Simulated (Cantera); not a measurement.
# Ignition delay

Mixture: CH3OH : O2 : N2 = 1 : 1.15 : 4.34 (molar parts), equivalence ratio 1.3, at 1000000 Pa, adiabatic and at constant pressure. Ignition delay is the time to a rise of 400 K.

Cantera simulation using GRI-Mech 3.0 (53 species, 325 reactions); the numbers are that mechanism's predictions, not measurements. GRI-Mech 3.0 was tuned for natural gas; its chemistry of methanol as a main component is partial and can be far from experiment.

```
T0 (K)  delay (ms)
------  ----------
1273         0.441
1373         0.114
1473        0.0369
1573        0.0145
1673       0.00660
1773       0.00337
1873       0.00187
1973       0.00112
2073      0.000722
```

```yaml
apparent activation energy between 1873 and 2073 K: 150 kJ/mol
```
